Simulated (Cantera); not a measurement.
A closed system holds: 1 mol SiH2Cl2, 26 mol N2, at 1323.15 K and 0.133 bar.

Equilibrium computed with Cantera from the NASA thermochemical tables; the gas is ideal and each condensed phase is pure. Candidate condensed phases: NH4Cl, Si, Si3N4; 28 gas species. N2 is the only nitrogen source here; it is nearly inert below about 1500 K, so the nitride shown seldom forms there in practice. The tables' values for SiCl3 are old estimates; treat these amounts as uncertain. The numbers say what is thermodynamically allowed, not how fast it happens.

Base state: N2 0.932, HCl 0.0527, H2 0.0102, SiCl4 0.00459, SiCl3 0.000485, SiCl2 0.000279, SiHCl3 4.53e-5 (mole fractions); condensed: Si3N4(s).

Problem. What changes in the equilibrium state with this change: N2 from 26 to 5.8 mol?

Solution. 
| species | before | after |
|---|---|---|
| N2 | 0.932 | 0.743 |
| HCl | 0.0527 | 0.176 |
| H2 | 0.0102 | 0.0531 |
| SiCl4 | 0.00459 | 0.0247 |
| SiHCl3 | 4.53e-5 | 0.000377 |
| SiCl3 | 0.000485 | 0.00177 |
| SiCl2 | 0.000279 | 0.000698 |
| Si3N4(s), mol | 0.284 | 0.268 |
